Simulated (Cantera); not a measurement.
# Adiabatic ignition

An adiabatic, constant-volume homogeneous reactor starts with CO : H2 : O2 : N2 = 1 : 0.035 : 1.33 : 4.99 (molar parts), at 950 K and 500000 Pa.

Detailed kinetics in Cantera: GRI-Mech 3.0 (53 species, 325 reactions). The hydrogen kinetics of GRI-Mech 3.0 are dated; newer H2 mechanisms differ, most at raised pressure.

```json
[
 {"t (s)": "1.00e-6", "T (K)": "950", "P (bar)": "5.00", "x CO": "0.136", "x H2": "0.00476", "x O2": "0.181", "x H": "<1e-12", "x OH": "<1e-12", "x CO2": "4.03e-11"},
 {"t (s)": "4.19e-6", "T (K)": "950", "P (bar)": "5.00", "x CO": "0.136", "x H2": "0.00476", "x O2": "0.181", "x H": "3.29e-12", "x OH": "3.35e-12", "x CO2": "1.87e-10"},
 {"t (s)": "1.76e-5", "T (K)": "950", "P (bar)": "5.00", "x CO": "0.136", "x H2": "0.00476", "x O2": "0.181", "x H": "1.02e-11", "x OH": "1.11e-11", "x CO2": "1.04e-9"},
 {"t (s)": "7.37e-5", "T (K)": "950", "P (bar)": "5.00", "x CO": "0.136", "x H2": "0.00476", "x O2": "0.181", "x H": "1.81e-11", "x OH": "2.28e-11", "x CO2": "6.47e-9"},
 {"t (s)": "0.000309", "T (K)": "950", "P (bar)": "5.00", "x CO": "0.136", "x H2": "0.00476", "x O2": "0.181", "x H": "3.79e-11", "x OH": "5.95e-11", "x CO2": "4.89e-8"},
 {"t (s)": "0.00129", "T (K)": "950", "P (bar)": "5.00", "x CO": "0.136", "x H2": "0.00476", "x O2": "0.181", "x H": "1.58e-10", "x OH": "2.83e-10", "x CO2": "6.62e-7"},
 {"t (s)": "0.00543", "T (K)": "950", "P (bar)": "5.00", "x CO": "0.136", "x H2": "0.00476", "x O2": "0.181", "x H": "2.33e-9", "x OH": "4.34e-9", "x CO2": "2.71e-5"},
 {"t (s)": "0.0228", "T (K)": "968", "P (bar)": "5.09", "x CO": "0.135", "x H2": "0.00458", "x O2": "0.180", "x H": "2.80e-8", "x OH": "5.19e-8", "x CO2": "0.00146"},
 {"t (s)": "0.0954", "T (K)": "2286", "P (bar)": "11.2", "x CO": "0.00137", "x H2": "8.09e-6", "x O2": "0.114", "x H": "7.71e-6", "x OH": "0.000713", "x CO2": "0.145"},
 {"t (s)": "0.400", "T (K)": "2284", "P (bar)": "11.2", "x CO": "0.00135", "x H2": "8.01e-6", "x O2": "0.114", "x H": "7.58e-6", "x OH": "0.000707", "x CO2": "0.145"}
]
```
x: mole fraction; the columns are a selection and need not sum to one.

```
Property                                                            Result
---------------------------------  ---------------------------------------
time of steepest temperature rise                                  36.4 ms
temperature at 0.400 s                                              2284 K
equilibrium temperature                                             2284 K
x(CO) at 0.400 s                   0.00135 (gas-phase equilibrium 0.00135)
x(H2) at 0.400 s                   8.01e-6 (gas-phase equilibrium 8.01e-6)
x(O2) at 0.400 s                       0.114 (gas-phase equilibrium 0.114)
```
